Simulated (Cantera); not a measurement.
# Ignition delay

Mixture: 7.64 % H2, 8.33 % O2, 84.0 % N2, at 5.50 bar, adiabatic and at constant volume. Ignition delay is the time to a rise of 400 K.

Detailed kinetics in Cantera: the H2/O2 subset of GRI-Mech 3.0, which has no nitrogen chemistry. The hydrogen kinetics of GRI-Mech 3.0 are dated; newer H2 mechanisms differ, most at raised pressure. Where the delays flatten at high temperature, the 400 K rule measures the pace of heat release, not the induction time.

```json
[
 {"T0 (K)": "1225", "delay (ms)": "0.0272"},
 {"T0 (K)": "1325", "delay (ms)": "0.0137"},
 {"T0 (K)": "1425", "delay (ms)": "0.00933"},
 {"T0 (K)": "1525", "delay (ms)": "0.00751"},
 {"T0 (K)": "1625", "delay (ms)": "0.00681"},
 {"T0 (K)": "1725", "delay (ms)": "0.00674"},
 {"T0 (K)": "1825", "delay (ms)": "0.00710"},
 {"T0 (K)": "1925", "delay (ms)": "0.00780"}
]
```
